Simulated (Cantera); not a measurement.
What does this Cantera script print?

```python
import numpy as np
import cantera as ct

gas_names = """
    Cr CrO CrO2 CrO3 H HO2 H2 H2O H2O2 O OH O2 O3
""".split()
cond_names = """
    Cr(cr) Cr(L) Cr2O3(s) Cr2O3(L) H2O(s) H2O(L)
""".split()


def load(file, names, dense=False):
    # The tables refer to 1 bar. Condensed volumes are neglected.
    table = {s.name: s for s in ct.Species.list_from_file(file)}
    out = []
    for n in names:
        d = dict(table[n].input_data)
        d["thermo"] = dict(d["thermo"], **{"reference-pressure": 1e5})
        if dense:
            d["equation-of-state"] = {"model": "constant-volume", "density": "1e6 g/cm^3"}
        out.append(ct.Species.from_dict(d))
    return out


gas = ct.Solution(thermo="ideal-gas", species=load("nasa_gas.yaml", gas_names))
cond = {s.name: ct.Solution(thermo="fixed-stoichiometry", species=[s], name=s.name)
        for s in load("nasa_condensed.yaml", cond_names, dense=True)}
atoms = {
    'Cr2O3': {'Cr': 2, 'O': 3},
    'H2': {'H': 2},
}
top_T = {}  # K; cautious upper limits of use, not melting points


def equilibrate(T, P, feed):
    n = {}
    for name, mol in feed.items():
        for a, k in atoms[name].items():
            n[a] = n.get(a, 0.0) + k * mol
    gas.TPX = T, P, n
    mass = sum(n.values()) * gas.mean_molecular_weight
    gas.equilibrate("TP")
    valid = [c for c in cond.values() if c.min_temp <= T <= top_T.get(c.name, c.max_temp)]
    mix = ct.Mixture([(gas, mass / gas.mean_molecular_weight)] + [(c, 0.0) for c in valid])
    mix.T, mix.P = T, P
    mix.equilibrate("TP", solver="vcs", rtol=1e-11, max_steps=5000)
    return mix


results = []
feed = {'Cr2O3': 1, 'H2': 46}  # mol
P = 43000  # Pa
for T in [1150, 1300, 1450, 1600, 1750, 1900, 2050]:
    mix = equilibrate(T, P, feed)
    results.append((T, P, feed, dict(zip(mix.species_names, mix.species_moles))))

top = {s: max(r[3][s] / sum(r[3][g] for g in gas_names) for r in results) for s in gas_names}
cols = sorted((s for s in top if top[s] > 0.0001), key=lambda s: -top[s])[:6]
seen = [c for c in cond_names if any(r[3].get(c, 0) > 1e-12 for r in results)]
print("log10 of partial pressures in bar; condensed amounts in mol")
print(f"{'T/K':>10s}" + "".join(f"{s[:9]:>10s}" for s in cols + seen))
for T, P, feed, n in results:
    ng = sum(n[g] for g in gas_names)
    print(f"{T:10.4g}" + "".join(f"{np.log10(max(n[s] / ng * P / 1e5, 1e-99)):10.3f}" for s in cols)
          + "".join(f"{n.get(c, 0):10.4g}" for c in seen))
```

Result:

```
log10 of partial pressures in bar; condensed amounts in mol
       T/K        H2       H2O        Cr         H    Cr(cr)  Cr2O3(s)
      1150    -0.367    -4.592   -10.364    -7.310  0.001825    0.9991
      1300    -0.367    -3.938    -8.322    -6.139  0.008234    0.9959
      1450    -0.367    -3.422    -6.713    -5.208   0.02697    0.9865
      1600    -0.368    -3.005    -5.414    -4.448   0.07011    0.9647
      1750    -0.369    -2.660    -4.347    -3.818    0.1512     0.922
      1900    -0.372    -2.371    -3.456    -3.286    0.2667    0.8478
      2050    -0.378    -2.126    -2.704    -2.833    0.3239    0.7303
```

Equilibrium computed with Cantera from the NASA thermochemical tables; the gas is ideal and each condensed phase is pure. Mutual solubility and eutectic melting of coexisting phases are not modelled.
